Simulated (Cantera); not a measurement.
A perfectly stirred reactor is fed with 5.54 % CH4, 8.31 % CO, 10.9 % O2, 75.3 % N2, equivalence ratio 1.4, at 2.60 bar; it is adiabatic with a 348 K inlet, and is followed from long to short residence time, starting on the burning branch (τ in s: 0.17, 0.072, 0.03, 0.012, 0.0052, 0.0021, 0.00089, 0.00037, 0.00015, 6.3e-05, 2.6e-05, 1.1e-05).

Computed with Cantera and GRI-Mech 3.0 (53 species, 325 reactions).

Task: Predict: blow-out, bracketed by the residence times tried; x(CH4) at τ = 0.170 s; x(CO) at τ = 0.170 s; x(O2) at τ = 0.170 s; x(C2H2) at τ = 0.170 s; x(H) at τ = 0.170 s; x(CH4) at τ = 0.890 ms; x(CO) at τ = 0.890 ms; x(O2) at τ = 0.890 ms.

Result: 
```
Item                                                                          Result
------------------------------------------------  ----------------------------------
blow-out, bracketed by the residence times tried  burning at 12.0 ms, out at 5.20 ms
x(CH4) at τ = 0.170 s                                                        0.00224
x(CO) at τ = 0.170 s                                                          0.0585
x(O2) at τ = 0.170 s                                                         0.00109
x(C2H2) at τ = 0.170 s                                                      0.000684
x(H) at τ = 0.170 s                                                          2.66e-5
x(CH4) at τ = 0.890 ms                                                        0.0554
x(CO) at τ = 0.890 ms                                                         0.0831
x(O2) at τ = 0.890 ms                                                          0.109
```
